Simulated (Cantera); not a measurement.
Feed: 1 mol Fe₃O₄, a varied amount of C, 0.25 mol CO, equilibrated at 1 atm.

Method: chemical equilibrium by Gibbs-energy minimisation in Cantera with the NASA 1993 tables (ideal gas, pure condensed phases). Candidate condensed phases: C, Fe, Fe(CO)₅, FeO, Fe₂O₃, Fe₃O₄; 15 gas species. Each liquid is taken as pure. Iron dissolves carbon and melts from about 1420 K in contact with it, which pure phases cannot show. Mutual solubility and eutectic melting of coexisting phases are not modelled. The tables' stoichiometric FeO is somewhat more stable than real wüstite, so its field is too wide. FeO: taken at fixed stoichiometry. Condensed phases not in the tables: cementite and carbon dissolved in iron. Rates play no part.

### Question
What condenses at these points (T in K, n(C) in mol): (1998, 3.7); (2448, 0.84); (2073, 1.2); (2598, 2.1); (2373, 3.7); (2673, 0.84); (2523, 4.5)?

### Answer
| T (K) | n(C) in mol | condensed phases | Fe condensed (%) |
|---|---|---|---|
| 1998 | 3.7 | Fe | 100.0 |
| 2448 | 0.84 | FeO | 99.6 |
| 2073 | 1.2 | Fe + FeO | 100.0 |
| 2598 | 2.1 | Fe + FeO | 95.0 |
| 2373 | 3.7 | Fe | 98.4 |
| 2673 | 0.84 | FeO | 98.7 |
| 2523 | 4.5 | C + Fe | 94.8 |
